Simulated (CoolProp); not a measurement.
p-xylene along the isotherm 620 K: density (kg/m³) from the reference equation and from simpler models built on Tc = 616.2 K, pc = 3532 kPa, ω = 0.324; each cubic takes its own stable root.

Model: reference Helmholtz-energy equation of state, Zhou 2012, in CoolProp.

| p (kPa) | phase | reference |
|---|---|---|
| 55.8 | gas | 1.156 |
| 82 | gas | 1.704 |
| 120 | gas | 2.503 |
| 177 | gas | 3.715 |
| 259 | gas | 5.485 |
| 380 | gas | 8.158 |
| 558 | gas | 12.23 |
| 820 | gas | 18.56 |
| 1200 | gas | 28.57 |
| 1770 | gas | 46.06 |
| 2590 | gas | 80.23 |
| 3800 | supercritical | 364.5 |
| 5580 | supercritical | 471.5 |
| 8200 | supercritical | 514.9 |
| 12000 | supercritical | 549.6 |
| 17700 | supercritical | 582.3 |

Question: How far does each simpler model (van der Waals, Soave-Redlich-Kwong) lie from the reference over these 16 states: mean and median of the absolute difference, and the worst?

Answer: 
- van der Waals: mean 11.2 %, median 2.4 %, worst -32.9 % at 620 K and 5580 kPa
- Soave-Redlich-Kwong: mean 6.1 %, median 1.2 %, worst -25.4 % at 620 K and 3800 kPa
